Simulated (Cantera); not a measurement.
Source: NASA polynomial tables (part measured, part estimated), evaluated in Cantera. Values are per mole of reaction as written; species without (g) are pure solids or liquids, kept so even where they would boil at 1 bar.

Task: Between 800 and 1100 K, where is each reaction favourable under standard conditions?
- Cu(OH)₂ → Cu + H₂O₂(g)

Result: 
- Cu(OH)₂ → Cu + H₂O₂(g): ΔG° is 195 kJ at 800 K and 157 kJ at 1100 K; it stays positive (K < 1). ΔH° is 291 kJ and ΔS° 122 J/K at 1100 K.
